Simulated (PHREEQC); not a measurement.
Consider water at 20 °C with 120 mmol/kgw ZnSO4, 0.046 mmol/kgw Na2SO4 and 96 mmol/kgw MnSO4. Closed to the air; pH follows from the charge balance.

Computed with PHREEQC (ion-association model, phreeqc.dat).

Each row changes one thing in this solution. This is a speciation only: nothing precipitates in the calculation.

| case | pH | ionic strength (mol/kgw) | SO4-2 (mol/kgw) | Mn+2 (mol/kgw) | Zn+2 (mol/kgw) | ZnSO4 (mol/kgw) |
|---|---|---|---|---|---|---|
| as made | 5.72 | 0.431 | 0.0823 | 0.0566 | 0.0512 | 0.0434 |
| MnSO4 from 0.096 to 0.048 mol/kgw | 5.67 | 0.337 | 0.0630 | 0.0292 | 0.0550 | 0.0439 |
| MnSO4 from 0.096 to 0.192 mol/kgw | 5.80 | 0.616 | 0.122 | 0.108 | 0.0459 | 0.0424 |
| temperature from 20 to 35 °C | 5.53 | 0.410 | 0.0792 | 0.0514 | 0.0511 | 0.0456 |
| Na2SO4 from 4.6e-05 to 5.06e-05 mol/kgw | 5.70 | 0.431 | 0.0823 | 0.0566 | 0.0512 | 0.0434 |
| diluted 10-fold with water | 5.88 | 0.0551 | 0.0133 | 0.00661 | 0.00716 | 0.00434 |

Species that the database lacks are ignored.
